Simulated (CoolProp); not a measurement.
Vapour-liquid equilibrium of R22 (1) + cyclohexane (2) at 298.9 K; x and y are mole fractions of (1).

Values from CoolProp's multi-fluid Helmholtz-energy mixture model, Kamei 1995 and Zhou 2014; pair parameters Bell 2016.

```
x     bubble pressure, mixture model (kPa)  bubble pressure, Raoult's law (kPa)  y, mixture model  y, Raoult's law
----  ------------------------------------  -----------------------------------  ----------------  ---------------
0.05                                 135.5                                66.05             0.900            0.806
0.15                                 334.4                                171.2             0.960            0.933
0.25                                 480.1                                276.4             0.973            0.963
0.35                                 584.7                                381.6             0.978            0.977
0.45                                 661.4                                486.7             0.981            0.985
0.55                                 722.5                                591.9             0.984            0.990
0.65                                 778.7                                697.1             0.986            0.993
0.75                                 839.2                                802.3             0.989            0.996
0.85                                 912.4                                907.4             0.992            0.998
0.95                                  1007                                 1013             0.997            0.999
```

The largest gap from Raoult's law is +105.1 % in bubble pressure, at x = 0.05. No azeotrope shows between x = 0.05 and 0.95.

Pair parameters are fitted to limited data, so mixtures are less certain than the pure fluids. The gap from Raoult's law changes sign with composition, which may be real or a fault of the pair parameters; it wasn't checked against measurements. With so large a gap from Raoult's law the liquid may split in two, which this calculation doesn't test in full.
